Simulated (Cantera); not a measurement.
Standard-state values (1 bar) from the NASA 1993 polynomials, evaluated with Cantera. Values are per mole of reaction as written; species without (g) are pure solids or liquids, kept so even where they would boil at 1 bar.

CrO3(g) + 3 NH3(g) ⇌ 3 NO(g) + 9 H(g) + Cr

```csv
T (K),ΔH° (kJ),ΔS° (J/K),ΔG° (kJ),log10 K
450,?,?,?,?
550,2696.7,918.3,2191.6,-208.14
650,?,?,?,?
750,?,?,?,?
850,?,?,?,?
```

Task: Complete the blanks.

Result: 
- 450, ΔH° (kJ): 2685.7
- 450, ΔS° (J/K): 896.1
- 450, ΔG° (kJ): 2282.4
- 450, log10 K: -264.93
- 650, ΔH° (kJ): 2706.7
- 650, ΔS° (J/K): 935.0
- 650, ΔG° (kJ): 2098.9
- 650, log10 K: -168.67
- 750, ΔH° (kJ): 2715.9
- 750, ΔS° (J/K): 948.2
- 750, ΔG° (kJ): 2004.8
- 750, log10 K: -139.62
- 850, ΔH° (kJ): 2724.4
- 850, ΔS° (J/K): 958.8
- 850, ΔG° (kJ): 1909.4
- 850, log10 K: -117.33
